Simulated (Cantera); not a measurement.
A freely propagating, adiabatic, planar premixed flame of 22.0 % H₂, 15.5 % O₂, 60.5 % N₂, 2.05 % H₂O, equivalence ratio 0.71, unburnt at 723 K and 500000 Pa; unity-Lewis-number transport, grid criteria slope 0.08 and curve 0.16, no radiation.

Computed with Cantera and the H2/O2 subset of GRI-Mech 3.0, which has no nitrogen chemistry. The hydrogen kinetics of GRI-Mech 3.0 are dated; newer H2 mechanisms differ, most at raised pressure. Unity Lewis numbers drop preferential diffusion, which matters most where H2 and H carry the flame. Burning velocities carry a grid error of a few per cent, more on coarse grids.

**Question.** Predict: laminar burning velocity; thermal thickness; peak x(OH); peak x(H₂O₂); peak x(HO₂).

**Answer.** 
- laminar burning velocity: 533 cm/s
- thermal thickness: 0.0470 mm
- peak x(OH): 0.0157
- peak x(H₂O₂): 3.98e-5
- peak x(HO₂): 0.000638
